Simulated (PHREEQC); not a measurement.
A solution holds 82 mmol/kgw NaH2PO4, 34 mmol/kgw Ca(NO3)2 and 0.14 mmol/kgw H3BO3, at 19 °C. Closed to the air; pH follows from the charge balance.

Equilibrium calculation in PHREEQC: ion-association model, wateq4f.dat.

Question: The ionic strength comes out as 0.160 mol/kgw. What activity coefficients do Na+, Ca+2, CaH2PO4+, NaHPO4-, HPO4-2 get?

Answer: Na+ 0.76, Ca+2 0.35, CaH2PO4+ 0.76, NaHPO4- 0.76, HPO4-2 0.33.

No solid was allowed to form. Complexes and solids missing from the database can't appear. H3PO4, which wateq4f.dat lacks, is added to it with the constant of phreeqc.dat.
